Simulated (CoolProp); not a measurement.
Values from CoolProp's reference Helmholtz-energy equation of state, Span 1996.

### Question
For carbon dioxide, give the phase and the speed of sound (m/s), expansivity (1/kK), conductivity (mW/(m K)), fugacity coefficient at -23.15 °C and 123 bar.

### Answer
- -23.15 °C and 123 bar: liquid; speed of sound 822, expansivity 3.54, conductivity 148, fugacity coefficient 0.151

Thermal conductivity comes from a separate model (Huber 2016).
